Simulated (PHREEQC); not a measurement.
Make-up at 25 °C: 1.1 mmol/kgw CdCl2. It is in equilibrium with CO2 at log p = -3.4 (atm). Otherwise closed; pH follows from the charge balance.

Model: ion-association model, phreeqc.dat, run in PHREEQC.

No solid was allowed to form.

Q: Order these Cl species by the share of Cl that they hold, largest first: CdCl+, Cl-, CdCl2.

A: Cl- (93 %), CdCl+ (6.7 %), CdCl2 (0.10 %)

Q: Order these Cd species by the share of Cd that they hold, largest first: Cd+2, CdCl2, CdCl+.

A: Cd+2 (87 %), CdCl+ (13 %), CdCl2 (0.10 %)

The pH is 5.60 and the ionic strength 0.00301 mol/kgw.
